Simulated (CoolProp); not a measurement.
The fluid at 293.15 K and 0.204 MPa flows at 2 m/s in a round tube of 12.7 mm bore and 45 µm roughness, fully developed (64/Re and Nu = 3.66 if laminar; Colebrook and Gnielinski if turbulent). The same conditions are run with several fluids, on thermodynamics alone (safety and materials aside).

Model: reference Helmholtz-energy equation of state of each fluid (propylene: Lemmon 2013; R143a: Lemmon and Jacobsen 2000; R13: Platzer 1990; R410A: Lemmon 2003; carbon dioxide: Span 1996), in CoolProp. The equations of Platzer and Polt are older, rougher fits. Blends and air are pseudo-pure fits.

**Question.** Rank propylene, R143a, R13, R410A, carbon dioxide by Reynolds number, highest first.

**Answer.** R143a (16900), R13 (16000), R410A (12500), propylene (11000), carbon dioxide (6440)

```
fluid           Darcy friction factor  pressure drop (Pa/m)  heat-transfer coefficient (W/(m² K))  mass flow (kg/h)
--------------  ---------------------  --------------------  ------------------------------------  ----------------
propylene                      0.0353                  20.2                                  51.9              3.32
R143a                          0.0330                  38.0                                  64.5              6.66
R13                            0.0333                  46.7                                  52.2              8.13
R410A                          0.0345                  34.0                                  46.6              5.70
carbon dioxide                 0.0390                  22.9                                  30.5              3.40
```

Transport values come from each fluid's own correlations; those of propylene, R143a, R13 are estimates that may be off by 10 % or more.
